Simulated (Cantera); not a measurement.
A Cantera script and what it prints.

```python
import numpy as np
import cantera as ct

gas_names = """
    H H2 N NH NH2 NH3 N2 N2H2 N2H4 Si SiH SiH2 SiH3 SiH4 SiN Si2 Si2N Si3
""".split()
cond_names = """
    Si(cr) Si(L) Si3N4(a)
""".split()


def load(file, names, dense=False):
    # The tables refer to 1 bar. Condensed volumes are neglected.
    table = {s.name: s for s in ct.Species.list_from_file(file)}
    out = []
    for n in names:
        d = dict(table[n].input_data)
        d["thermo"] = dict(d["thermo"], **{"reference-pressure": 1e5})
        if dense:
            d["equation-of-state"] = {"model": "constant-volume", "density": "1e6 g/cm^3"}
        out.append(ct.Species.from_dict(d))
    return out


gas = ct.Solution(thermo="ideal-gas", species=load("nasa_gas.yaml", gas_names))
cond = {s.name: ct.Solution(thermo="fixed-stoichiometry", species=[s], name=s.name)
        for s in load("nasa_condensed.yaml", cond_names, dense=True)}
atoms = {
    'Si3H8': {'Si': 3, 'H': 8},
    'N2': {'N': 2},
}
top_T = {'Si3N4(a)': 2400}  # K; cautious upper limits of use, not melting points


def equilibrate(T, P, feed):
    n = {}
    for name, mol in feed.items():
        for a, k in atoms[name].items():
            n[a] = n.get(a, 0.0) + k * mol
    gas.TPX = T, P, n
    mass = sum(n.values()) * gas.mean_molecular_weight
    gas.equilibrate("TP")
    valid = [c for c in cond.values() if c.min_temp <= T <= top_T.get(c.name, c.max_temp)]
    mix = ct.Mixture([(gas, mass / gas.mean_molecular_weight)] + [(c, 0.0) for c in valid])
    mix.T, mix.P = T, P
    mix.equilibrate("TP", solver="vcs", rtol=1e-11, max_steps=5000)
    return mix


results = []
feed = {'Si3H8': 1, 'N2': 21}  # mol
T = 975  # K
P = 140  # Pa
mix = equilibrate(T, P, feed)
results.append((T, P, feed, dict(zip(mix.species_names, mix.species_moles))))
x = sorted(zip(gas.X, gas.species_names), reverse=True)
print(f"T = {T:g} K  P = {P:g} Pa  gas = {mix.phase_moles(0):.4g} mol")
print("   x: " + "  ".join(f"{s} {v:.3e}" for v, s in x if v > 0.001))
print("   condensed (mol): " + ("  ".join(f"{mix.phase(i).name} {mix.phase_moles(i):.4g}"
      for i in range(1, mix.n_phases) if mix.phase_moles(i) > 1e-12) or "none"))
```

Result:

```
T = 975 K  P = 140 Pa  gas = 23 mol
   x: N2 8.261e-01  H2 1.739e-01
   condensed (mol): Si3N4(a) 1
```

Method: chemical equilibrium by Gibbs-energy minimisation in Cantera with the NASA 1993 tables (ideal gas, pure condensed phases). The feed counts by its element totals alone. N2 is the only nitrogen source here; it is nearly inert below about 1500 K, so the nitride shown seldom forms there in practice.
